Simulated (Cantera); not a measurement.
# Carbothermic reduction: SiO₂ + CH₄ + CO

Input: 1 mol SiO₂, 5.8 mol CH₄, 0.033 mol CO, at 1 atm.

Equilibrium computed with Cantera from the NASA thermochemical tables; the gas is ideal and each condensed phase is pure. Candidate condensed phases: C, C₆H₆, C₇H₈, C₈H₁₈, H₂O, Si, SiC, SiO₂; 123 gas species. Mutual solubility and eutectic melting of coexisting phases are not modelled. The tables hold silica as quartz up to 1696 K and as liquid above; real silica turns to tridymite and cristobalite and melts near 1996 K. Gases not in the tables: Si₂H₆ and higher silanes. Rates play no part.

At 1623 K the condensed part is C(graphite) + SiC(s) + SiO₂(β-quartz). From 1673 K to 2173 K the condensed part is C(graphite) + SiC(s). The main Si-bearing gas is SiO throughout. The share of Si in condensed phases is highest at 1623 K (99.4 %) and lowest at 2173 K (97.2 %).

```json
[
 {"T (K)": "1623", "x H₂": "0.862", "x CO": "0.136", "x H": "6.37e-5", "x SiO": "0.000430", "x C₂H₂ (acetylene)": "3.00e-5", "n C(graphite)": "3.09", "n SiC(s)": "0.896", "n SiO₂(β-quartz)": "0.0982"},
 {"T (K)": "1673", "x H₂": "0.850", "x CO": "0.149", "x H": "0.000104", "x SiO": "0.000557", "x C₂H₂ (acetylene)": "4.84e-5", "n C(graphite)": "2.80", "n SiC(s)": "0.992", "n SiO₂(β-quartz)": "0"},
 {"T (K)": "1723", "x H₂": "0.850", "x CO": "0.149", "x H": "0.000167", "x SiO": "0.000654", "x C₂H₂ (acetylene)": "7.69e-5", "n C(graphite)": "2.81", "n SiC(s)": "0.991", "n SiO₂(β-quartz)": "0"},
 {"T (K)": "1773", "x H₂": "0.850", "x CO": "0.148", "x H": "0.000261", "x SiO": "0.000762", "x C₂H₂ (acetylene)": "0.000119", "n C(graphite)": "2.81", "n SiC(s)": "0.990", "n SiO₂(β-quartz)": "0"},
 {"T (K)": "1823", "x H₂": "0.850", "x CO": "0.148", "x H": "0.000397", "x SiO": "0.000879", "x C₂H₂ (acetylene)": "0.000180", "n C(graphite)": "2.81", "n SiC(s)": "0.988", "n SiO₂(β-quartz)": "0"},
 {"T (K)": "1873", "x H₂": "0.850", "x CO": "0.148", "x H": "0.000591", "x SiO": "0.00101", "x C₂H₂ (acetylene)": "0.000265", "n C(graphite)": "2.81", "n SiC(s)": "0.986", "n SiO₂(β-quartz)": "0"},
 {"T (K)": "1923", "x H₂": "0.849", "x CO": "0.148", "x H": "0.000862", "x SiO": "0.00114", "x C₂H₂ (acetylene)": "0.000383", "n C(graphite)": "2.82", "n SiC(s)": "0.984", "n SiO₂(β-quartz)": "0"},
 {"T (K)": "1973", "x H₂": "0.849", "x CO": "0.148", "x H": "0.00123", "x SiO": "0.00129", "x C₂H₂ (acetylene)": "0.000544", "n C(graphite)": "2.82", "n SiC(s)": "0.982", "n SiO₂(β-quartz)": "0"},
 {"T (K)": "2023", "x H₂": "0.848", "x CO": "0.148", "x H": "0.00174", "x SiO": "0.00145", "x C₂H₂ (acetylene)": "0.000758", "n C(graphite)": "2.81", "n SiC(s)": "0.980", "n SiO₂(β-quartz)": "0"},
 {"T (K)": "2073", "x H₂": "0.847", "x CO": "0.147", "x H": "0.00240", "x SiO": "0.00162", "x C₂H₂ (acetylene)": "0.00104", "n C(graphite)": "2.81", "n SiC(s)": "0.978", "n SiO₂(β-quartz)": "0"},
 {"T (K)": "2123", "x H₂": "0.846", "x CO": "0.147", "x H": "0.00328", "x SiO": "0.00179", "x C₂H₂ (acetylene)": "0.00140", "n C(graphite)": "2.81", "n SiC(s)": "0.975", "n SiO₂(β-quartz)": "0"},
 {"T (K)": "2173", "x H₂": "0.845", "x CO": "0.147", "x H": "0.00441", "x SiO": "0.00198", "x C₂H₂ (acetylene)": "0.00186", "n C(graphite)": "2.80", "n SiC(s)": "0.972", "n SiO₂(β-quartz)": "0"}
]
```
x: gas mole fraction; n: condensed amount in mol.
